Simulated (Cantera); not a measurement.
# Ti(OiPr)₄ + CH₄ (titanium nitride, carbide and oxide coatings)

A closed system holds: 1 mol Ti(OiPr)₄, 0.45 mol CH₄, equilibrated at 53.0 mbar.

Method: chemical equilibrium by Gibbs-energy minimisation in Cantera with the NASA 1993 tables (ideal gas, pure condensed phases). Candidate condensed phases: C, C₆H₆, C₇H₈, C₈H₁₈, H₂O, Ti, TiC, TiO, TiO₂, Ti₂O₃, Ti₃O₅, Ti₄O₇; 113 gas species. The feed counts by its element totals alone. TiC: taken at fixed stoichiometry. Condensed phases not in the tables: Magnéli phases beyond Ti₄O₇. Equilibrium is a limit: real reactors are often held back by kinetics, nucleation or transport.

At 900 °C the condensed part is C(graphite) + Ti₄O₇(s). At 975 °C the condensed part is C(graphite) + Ti₃O₅(s). From 1050 °C to 1800 °C the condensed part is C(graphite) + TiC(s).

| T (°C) | x H₂ | x CO | x H | x C₂H₂ (acetylene) | x CH₄ | n C(graphite) | n Ti₄O₇(s) | n Ti₃O₅(s) | n TiC(s) |
|---|---|---|---|---|---|---|---|---|---|
| 900 | 0.868 | 0.131 | 4.77e-7 | 5.32e-8 | 0.000777 | 10.2 | 0.250 | 0 | 0 |
| 975 | 0.864 | 0.135 | 1.89e-6 | 2.10e-7 | 0.000441 | 10.1 | 0 | 0.333 | 0 |
| 1050 | 0.788 | 0.212 | 6.12e-6 | 6.50e-7 | 0.000224 | 7.45 | 0 | 0 | 1.00 |
| 1125 | 0.788 | 0.212 | 1.82e-5 | 1.93e-6 | 0.000144 | 7.45 | 0 | 0 | 1.00 |
| 1200 | 0.788 | 0.212 | 4.88e-5 | 5.13e-6 | 9.67e-5 | 7.45 | 0 | 0 | 1.00 |
| 1275 | 0.788 | 0.212 | 0.000119 | 1.24e-5 | 6.75e-5 | 7.45 | 0 | 0 | 1.00 |
| 1350 | 0.788 | 0.212 | 0.000267 | 2.75e-5 | 4.88e-5 | 7.45 | 0 | 0 | 1.00 |
| 1425 | 0.788 | 0.212 | 0.000557 | 5.68e-5 | 3.63e-5 | 7.45 | 0 | 0 | 1.00 |
| 1500 | 0.787 | 0.212 | 0.00110 | 0.000110 | 2.77e-5 | 7.45 | 0 | 0 | 1.00 |
| 1575 | 0.786 | 0.211 | 0.00204 | 0.000202 | 2.16e-5 | 7.44 | 0 | 0 | 1.00 |
| 1650 | 0.785 | 0.211 | 0.00362 | 0.000354 | 1.71e-5 | 7.44 | 0 | 0 | 1.00 |
| 1725 | 0.782 | 0.211 | 0.00616 | 0.000593 | 1.38e-5 | 7.43 | 0 | 0 | 1.00 |
| 1800 | 0.778 | 0.211 | 0.0101 | 0.000954 | 1.13e-5 | 7.41 | 0 | 0 | 1.000 |
x: gas mole fraction; n: condensed amount in mol.
